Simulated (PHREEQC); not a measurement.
Dissolve 0.004 mol/kgw CdSO4, 0.00023 mol/kgw NaOH and 0.021 mol/kgw FeSO4 at 25 °C. Closed to the air; pH follows from the charge balance.

The numbers come from PHREEQC with the ion-association model, wateq4f.dat.

| quantity | before | after |
|---|---|---|
| pH | 7.96 | 7.27 |
| ionic strength (mol/kgw) | 0.0631 | 0.0570 |
| SO4-2 (mol/kgw) | 0.0155 | 0.0141 |
| NaSO4- (mol/kgw) | 7.42e-6 | 7.72e-6 |
| HSO4- (mol/kgw) | 8.79e-9 | 7.14e-8 |
| SI of Mirabilite (Na2SO4:10H2O) | -8.55 | -9.68 |

**Question.** Name the change that produced these shifts.
A) temperature from 25 to 50 °C
B) FeSO4 left out
C) FeSO4 from 0.021 to 0.21 mol/kgw
D) NaOH replaced by NaF at the same molality
E) temperature from 25 to 20 °C

**Answer.** A, temperature from 25 to 50 °C

Precipitation was switched off in this run. At this temperature some constants are extrapolated from 25 °C, and those without enthalpy data are left unchanged.
